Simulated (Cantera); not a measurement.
An isothermal, constant-pressure homogeneous reactor starts with 37.2 % H2, 23.3 % O2, 39.5 % N2, at 1100 K and 0.110 bar.

Cantera simulation using the H2/O2 subset of GRI-Mech 3.0, which has no nitrogen chemistry; the numbers are that mechanism's predictions, not measurements. The temperature is held fixed by assumption; the heat of reaction is taken as removed at once.

x: mole fraction; the columns are a selection and need not sum to one.

```json
[
 {"t (s)": "0.000700", "x H2": "0.0415", "x O2": "0.0869", "x O": "0.0130", "x H2O2": "1.85e-6", "x H": "0.0893"},
 {"t (s)": "0.00178", "x H2": "0.00922", "x O2": "0.0613", "x O": "0.00168", "x H2O2": "3.20e-6", "x H": "0.00598"},
 {"t (s)": "0.00452", "x H2": "0.00137", "x O2": "0.0576", "x O": "0.000186", "x H2O2": "2.49e-6", "x H": "0.000224"},
 {"t (s)": "0.0115", "x H2": "0.000203", "x O2": "0.0572", "x O": "2.39e-5", "x H2O2": "1.01e-6", "x H": "1.13e-5"},
 {"t (s)": "0.0292", "x H2": "2.99e-5", "x O2": "0.0571", "x O": "3.95e-6", "x H2O2": "3.25e-7", "x H": "7.49e-7"},
 {"t (s)": "0.0742", "x H2": "4.81e-6", "x O2": "0.0571", "x O": "8.56e-7", "x H2O2": "1.01e-7", "x H": "6.65e-8"},
 {"t (s)": "0.189", "x H2": "1.02e-6", "x O2": "0.0571", "x O": "2.36e-7", "x H2O2": "3.35e-8", "x H": "8.65e-9"},
 {"t (s)": "0.479", "x H2": "(withheld)", "x O2": "0.0571", "x O": "(withheld)", "x H2O2": "(withheld)", "x H": "(withheld)"},
 {"t (s)": "1.22", "x H2": "(withheld)", "x O2": "0.0571", "x O": "(withheld)", "x H2O2": "(withheld)", "x H": "3.23e-10"},
 {"t (s)": "3.10", "x H2": "3.64e-8", "x O2": "0.0571", "x O": "1.05e-8", "x H2O2": "1.81e-9", "x H": "7.61e-11"},
 {"t (s)": "7.87", "x H2": "1.54e-8", "x O2": "0.0571", "x O": "4.35e-9", "x H2O2": "7.64e-10", "x H": "2.10e-11"},
 {"t (s)": "20.0", "x H2": "8.84e-9", "x O2": "0.0571", "x O": "2.25e-9", "x H2O2": "4.04e-10", "x H": "8.82e-12"}
]
```

Problem. Some entries are withheld; supply them.

Solution. 
- 0.479, x H2: 2.90e-7
- 0.479, x O: 7.71e-8
- 0.479, x H2O2: 1.20e-8
- 0.479, x H: 1.53e-9
- 1.22, x H2: 9.78e-8
- 1.22, x O: 2.77e-8
- 1.22, x H2O2: 4.58e-9
